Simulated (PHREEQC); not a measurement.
0.72 g of hydrous ferric oxide (600 m²/g; 0.2 weak and 0.005 strong sites per Fe, Dzombak-Morel constants, diffuse double layer) in 1 kg of water with 0.1 mol/kgw of an inert sodium salt and 2e-05 mol/kgw NaH2PO4, 7.4e-05 mol/kgw ZnCl2 and 2e-06 mol/kgw NiCl2, at 25 °C; the pH is set by adding NaOH or the inert anion's acid. O2 is buffered at 0.21 atm. CO2 from the air is kept out. Precipitation was switched off in this run.

Base run: PHREEQC, ion-association model, wateq4f.dat. Each further column changes one thing. The table gives P sorbed (%).

```
pH    base  no electrostatic term (-no_edl)  background salt from 0.1 to 0.01 mol/kgw  oxide from 0.72 to 3.6 g/kgw
---  -----  -------------------------------  ----------------------------------------  ----------------------------
3    100.0                             96.9                                     100.0                         100.0
4.5  100.0                             97.3                                     100.0                         100.0
5.5  100.0                             97.9                                     100.0                         100.0
7    100.0                             99.4                                     100.0                         100.0
8.5   97.2                             99.0                                      98.2                          99.4
9.5   47.5                             96.5                                      46.9                          79.5
11     0.6                             49.4                                       0.3                           2.6
```

H3PO4, which wateq4f.dat lacks, is added to it with the constant of phreeqc.dat. The database has no phosphate complexes of Zn, Ni. The oxide is taken as insoluble; below pH 4 it would dissolve. In at least one series the solution becomes supersaturated in solids that the run did not let form, among them Zn(OH)2-e, Ni(OH)2.
